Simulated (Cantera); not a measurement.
Input: 1 mol Al2O3, 0.029 mol N2, held at 1575 K and 0.0360 bar.

Method: chemical equilibrium by Gibbs-energy minimisation in Cantera with the NASA 1993 tables (ideal gas, pure condensed phases). Candidate condensed phases: Al, AlN, Al2O3; 16 gas species. Kinetics and transport are ignored.

Base state: N2 1.00 (mole fractions); condensed: Al2O3(s).

Question: What changes in the equilibrium state with this change: 0.045 mol Cl2 added?

Answer: 
| species | before | after |
|---|---|---|
| Cl2 | 0 | 0.348 |
| N2 | 1.00 | 0.333 |
| Cl | 0 | 0.294 |
| AlCl3 | 0 | 0.0146 |
| O2 | <1e-9 | 0.0107 |
| NO | <1e-9 | 0.000255 |
| ClO | 0 | 0.000130 |
| Al2O3(s), mol | 1.00 | 0.999 |
Further candidate phases: AlCl3.
